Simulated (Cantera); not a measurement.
A closed system holds: 1 mol SiH2Cl2, 2.4 mol NH3, 0.97 mol N2, equilibrated at 848.15 K and 133 Pa.

Method: chemical equilibrium by Gibbs-energy minimisation in Cantera with the NASA 1993 tables (ideal gas, pure condensed phases). Candidate condensed phases: NH4Cl, Si, Si3N4; 28 gas species. Equilibrium is a limit: real reactors are often held back by kinetics, nucleation or transport.

Base state: H2 0.515, HCl 0.267, N2 0.214, SiCl4 0.00370, SiHCl3 1.16e-5 (mole fractions); condensed: Si3N4(s).

Problem. What changes in the equilibrium state with this change: NH3 from 2.4 to 0.46 mol?

Solution. 
```
species         before    after
-------------  -------  -------
HCl              0.267    0.414
H2               0.515    0.327
N2               0.214    0.205
SiCl4          0.00370   0.0544
SiHCl3         1.16e-5  6.99e-5
Si3N4(s), mol    0.325    0.276
```
